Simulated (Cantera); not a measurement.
Input (Python, Cantera):

```python
import numpy as np
import cantera as ct

gas = ct.Solution("gri30.yaml")
gas.TPX = 1673, 13332, {'CH4': 1, 'CO2': 1.2, 'H2': 0.058}
inlet = ct.Reservoir(gas, clone=True)

reactor = ct.IdealGasConstPressureReactor(gas, energy="off", clone=False)
exhaust = ct.Reservoir(gas, clone=True)
tau = [13, 4.7, 1.7, 0.62, 0.22, 0.082, 0.03, 0.011, 0.0039, 0.0014, 0.00052][0]
for a, b in ((inlet, reactor), (reactor, exhaust)):
    ct.MassFlowController(a, b, mdot=lambda t: reactor.mass / tau)
net = ct.ReactorNet([reactor])
show = ['CH4', 'CO2', 'H2', 'O', 'C2H', 'HCO', 'CH3']

rows = []
print(f"{'tau/s':>10s}{'T/K':>9s}" + "".join(f"{s:>11s}" for s in show))
for tau in [13, 4.7, 1.7, 0.62, 0.22, 0.082, 0.03, 0.011, 0.0039, 0.0014, 0.00052]:
    net.initial_time = 0.0
    net.advance(30 * tau)
    before = gas.X
    net.advance(40 * tau)
    drift = np.max(np.abs(gas.X - before) / (gas.X + 1e-9))
    rows.append([gas.T, *gas[show].X, drift])
    print(f"{tau:10.3e}{gas.T:9.1f}" + "".join(f"{x:11.3e}" for x in gas[show].X))
```

Output:

```
     tau/s      T/K        CH4        CO2         H2          O        C2H        HCO        CH3
 1.300e+01   1673.0  1.397e-02  3.743e-02  3.697e-01  4.664e-10  8.264e-08  1.074e-08  1.381e-04
 4.700e+00   1673.0  2.187e-02  5.516e-02  3.270e-01  4.962e-10  1.347e-07  1.085e-08  2.215e-04
 1.700e+00   1673.0  3.430e-02  8.263e-02  2.775e-01  4.963e-10  1.955e-07  1.229e-08  3.515e-04
 6.200e-01   1673.0  5.612e-02  1.271e-01  2.320e-01  4.502e-10  2.389e-07  1.628e-08  5.527e-04
 2.200e-01   1673.0  1.011e-01  2.073e-01  2.039e-01  3.541e-10  2.248e-07  2.462e-08  8.680e-04
 8.200e-02   1673.0  1.763e-01  3.195e-01  1.901e-01  2.471e-10  1.618e-07  3.881e-08  1.272e-03
 3.000e-02   1673.0  2.692e-01  4.246e-01  1.564e-01  1.583e-10  9.426e-08  5.831e-08  1.726e-03
 1.100e-02   1673.0  3.506e-01  4.882e-01  1.016e-01  9.711e-11  4.180e-08  7.076e-08  2.111e-03
 3.900e-03   1673.0  4.088e-01  5.194e-01  5.256e-02  4.700e-11  8.887e-09  5.716e-08  2.158e-03
 1.400e-03   1673.0  4.353e-01  5.293e-01  3.073e-02  1.522e-11  4.433e-10  1.939e-08  1.551e-03
 5.200e-04   1673.0  4.413e-01  5.311e-01  2.646e-02  4.682e-12  6.281e-12  1.908e-09  7.908e-04
```

Detailed kinetics in Cantera: GRI-Mech 3.0 (53 species, 325 reactions).
